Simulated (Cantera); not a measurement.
Input: 1 mol C₃H₆, 0.0082 mol O₂, equilibrated at 615 Torr.

Equilibrium computed with Cantera from the NASA thermochemical tables; the gas is ideal and each condensed phase is pure. Candidate condensed phases: C, C₆H₆, C₇H₈, C₈H₁₈, H₂O; 110 gas species. Rates play no part.

x: gas mole fraction; n: condensed amount in mol.

```csv
T (K),x H₂,x CH₄,x H₂O,x CO,x H,x C₂H₂ (acetylene),x CO₂,n C(graphite)
798,0.593,0.400,0.00700,[?],2.27e-12,<1e-12,2.96e-5,2.14
898,0.818,0.176,0.00400,[?],1.09e-10,4.30e-11,2.68e-5,2.54
998,0.926,0.0685,0.00137,[?],2.29e-9,1.00e-9,9.50e-6,2.79
1098,0.966,0.0280,0.000379,0.00521,2.68e-8,1.23e-8,2.03e-6,2.90
1198,0.982,0.0127,0.000115,0.00539,2.08e-7,9.71e-8,4.63e-7,2.95
1298,0.988,0.00638,4.09e-5,0.00543,1.18e-6,5.51e-7,1.28e-7,2.96
1398,0.991,0.00352,1.67e-5,0.00544,5.20e-6,2.43e-6,4.25e-8,2.97
1498,0.992,0.00210,7.71e-6,0.00544,1.89e-5,8.75e-6,1.64e-8,2.98
1598,0.993,0.00133,3.92e-6,0.00544,5.86e-5,2.68e-5,7.17e-9,2.98
1698,0.993,0.000893,2.16e-6,0.00544,0.000159,7.16e-5,3.47e-9,2.98
1798,0.993,0.000627,1.28e-6,0.00544,0.000388,0.000171,1.83e-9,2.98
```

### Question
Some entries are withheld; supply them.

### Answer

- 798, x CO: 0.000585
- 898, x CO: 0.00236
- 998, x CO: 0.00443
